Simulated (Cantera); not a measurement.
A closed system holds: 1 mol SiH4, 0.62 mol C2H4, 18 mol H2, equilibrated at 1627 °C and 0.133 bar.

Method: chemical equilibrium by Gibbs-energy minimisation in Cantera with the NASA 1993 tables (ideal gas, pure condensed phases). Candidate condensed phases: C, C6H6, C7H8, C8H18, Si, SiC; 87 gas species. Rates play no part.

Base state: H2 0.997, H 0.00217, C2H2 (acetylene) 0.000381, CH4 7.45e-5 (mole fractions); condensed: C(graphite) + SiC(s).

Task: What changes in the equilibrium state with this change: pressure from 0.133 bar to 0.00133 bar?

Result: 
```csv
species,before,after
H2,0.997,0.978
H,0.00217,0.0215
C2H2 (acetylene),0.000381,0.000373
Si,3.51e-6,0.000351
CH4,7.45e-5,7.16e-7
SiH,1.11e-6,1.10e-5
"C(graphite), mol",0.222,0.232
"SiC(s), mol",1.000,0.992
```
